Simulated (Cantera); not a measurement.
What does this Cantera script print?

```python
import numpy as np
import cantera as ct

gas = ct.Solution("gri30.yaml")


def delay(T, t_max=10):
    gas.TPX = T, 100000, {'H2': 1, 'O2': 0.278, 'N2': 1.04, 'H2O': 0.24}
    reactor = ct.IdealGasReactor(gas, clone=False)
    net = ct.ReactorNet([reactor])
    net.rtol, net.atol = 1e-8, 1e-16
    while net.time < t_max:
        t_old, T_old = net.time, reactor.T
        net.step()
        if reactor.T > T + 400:  # ignition: a rise of 400 K
            return t_old + (T + 400 - T_old) / (reactor.T - T_old) * (net.time - t_old)
    return np.nan


taus = []
for T in [1050, 1100, 1150, 1200, 1250, 1300, 1350, 1400, 1450]:
    taus.append(delay(T))
    print(f"T0 = {T:6g} K   tau = {taus[-1]:.4e} s")
```

It prints:

```
T0 =   1050 K   tau = 3.7522e-04 s
T0 =   1100 K   tau = 1.4247e-04 s
T0 =   1150 K   tau = 8.5249e-05 s
T0 =   1200 K   tau = 5.8918e-05 s
T0 =   1250 K   tau = 4.3891e-05 s
T0 =   1300 K   tau = 3.4326e-05 s
T0 =   1350 K   tau = 2.7843e-05 s
T0 =   1400 K   tau = 2.3282e-05 s
T0 =   1450 K   tau = 2.0008e-05 s
```

Model: GRI-Mech 3.0 (53 species, 325 reactions), integrated in Cantera. Where the delays flatten at high temperature, the 400 K rule measures the pace of heat release, not the induction time.
